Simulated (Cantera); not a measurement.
Charge: 1 mol V₂O₅, 880 mol H₂, 0.84 mol N₂, at 1300 K and 47.0 Pa.

Equilibrium computed with Cantera from the NASA thermochemical tables; the gas is ideal and each condensed phase is pure. Candidate condensed phases: H₂O, V, VN, VO, V₂O₃, V₂O₄, V₂O₅; 28 gas species. Condensed phases not in the tables: the oxides between V₂O₃ and V₂O₅ other than VO₂. Rates play no part.

Base state: H₂ 0.997, H₂O 0.00227, N₂ 0.000954, H 5.09e-5 (mole fractions); condensed: V₂O₃(s).

Problem. What changes in the equilibrium state with this change: V₂O₅ replaced by FeS?

Solution. 
| species | before | after |
|---|---|---|
| H₂ | 0.997 | 0.998 |
| H₂S | 0 | 0.00107 |
| N₂ | 0.000954 | 0.000954 |
| H₂O | 0.00227 | 0 |
| SH | 0 | 2.87e-5 |
| S₂ | 0 | 1.97e-5 |
| H | 5.09e-5 | 5.10e-5 |
| V₂O₃(s), mol | 1.000 | 0 |
| Fe(γ), mol | 0 | 0.998 |
Further candidate phases: Fe, FeS, FeS₂, S.

Problem. What changes in the equilibrium state with this change: V₂O₅ replaced by CuO?

Solution. 
```json
[
 {"species": "H₂", "before": "0.997", "after": "0.998"},
 {"species": "H₂O", "before": "0.00227", "after": "0.00113"},
 {"species": "N₂", "before": "0.000954", "after": "0.000953"},
 {"species": "Cu", "before": "0", "after": "0.000336"},
 {"species": "H", "before": "5.09e-5", "after": "5.10e-5"},
 {"species": "V₂O₃(s), mol", "before": "1.000", "after": "0"},
 {"species": "Cu(s), mol", "before": "0", "after": "0.704"}
]
```
Further candidate phases: Cu, CuO, Cu(OH)₂, Cu₂O.
